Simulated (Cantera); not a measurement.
Feed: 1 mol PbO, 0.6 mol CO, held at 6.10 bar.

Cantera equilibrium calculation (NASA polynomials, part measured and part estimated; ideal gas, pure solids and liquids). Candidate condensed phases: C, Pb, PbO, PbO₂, Pb₃O₄; 15 gas species. Each liquid is taken as pure. Mutual solubility and eutectic melting of coexisting phases are not modelled. Gases not in the tables: (PbO)n polymers. Rates play no part.

x: gas mole fraction; n: condensed amount in mol.

```
T (°C)  x CO₂      x Pb     x PbO      x CO     x Pb₂      x O₂       x O  n Pb(l)  n PbO(yellow)  n PbO(l)
------  -----  --------  --------  --------  --------  --------  --------  -------  -------------  --------
602     1.000   1.11e-7  4.22e-10   3.40e-5    <1e-12    <1e-12    <1e-12    0.600          0.400         0
702     1.000         …         …         …         …    <1e-12    <1e-12    0.600          0.400         0
802     1.000   1.24e-5   5.05e-7  0.000177  1.11e-10  2.22e-12    <1e-12    0.600          0.400         0
902     1.000   7.14e-5   6.61e-6  0.000343   2.05e-9  1.27e-10    <1e-12    0.600              0     0.400
1002    0.999  0.000309   4.75e-5  0.000721   2.36e-8   2.66e-9  2.33e-12    0.599              0     0.400
1102    0.997   0.00108  0.000252   0.00137   1.88e-7   3.47e-8  4.80e-11    0.599              0     0.401
1202    0.993         …         …         …         …         …         …    0.597              0     0.401
1302    0.984   0.00801   0.00358   0.00392   5.28e-6   2.10e-6   6.29e-9    0.593              0     0.400
1402    0.965    0.0182    0.0104   0.00601   2.05e-5   1.11e-5   4.60e-8    0.585              0     0.397
1502    0.927    0.0375    0.0267   0.00862   6.78e-5   4.75e-5   2.67e-7    0.570              0     0.388
```

Complete the blanks.


- 1202, x Pb: 0.00315
- 1202, x PbO: 0.00105
- 1202, x CO: 0.00240
- 1202, x Pb₂: 1.12e-6
- 1202, x O₂: 3.14e-7
- 1202, x O: 6.51e-10
- 702, x Pb: 1.50e-6
- 702, x PbO: 2.13e-8
- 702, x CO: 8.40e-5
- 702, x Pb₂: 3.22e-12
